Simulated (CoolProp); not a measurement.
Vapour pressure (MPa) of CH3F (R41): the reference equation beside estimates from Tc = 44.1 °C, pc = 5.906 MPa, ω = 0.200. Clausius-Clapeyron is anchored at -48.15 °C with a constant enthalpy of vaporisation of 15.01 kJ/mol.

Model: reference Helmholtz-energy equation of state, Lemmon 2006, in CoolProp. It is a short technical equation, of lower accuracy than the large ones.

```tsv
T (°C)	reference	Lee-Kesler	Clausius-Clapeyron	van der Waals	Soave-Redlich-Kwong	Peng-Robinson
-89.25	0.05342	0.04991	0.06973	0.4190	0.05038	0.05184
-78.95	0.09805	0.09390	0.1174	0.5751	0.09436	0.09599
-68.75	0.1673	0.1634	0.1867	0.7644	0.1637	0.1650
-58.45	0.2712	0.2690	0.2852	0.9938	0.2689	0.2692
-48.15	0.4191	0.4202	0.4191	1.265	0.4201	0.4182
-37.95	0.6195	0.6258	0.5935	1.576	0.6262	0.6211
-27.65	0.8880	0.9010	0.8191	1.937	0.9036	0.8940
-17.35	1.236	1.256	1.101	2.347	1.264	1.248
-7.05	1.677	1.704	1.447	2.807	1.720	1.698
```

Absolute difference from the reference over all 9 rows, mean and median: Lee-Kesler 2.2 and 1.6 %, Clausius-Clapeyron 11.5 and 10.9 %, van der Waals 269.5 and 201.8 %, Soave-Redlich-Kwong 2.3 and 2.2 %, Peng-Robinson 1.2 and 1.0 %.
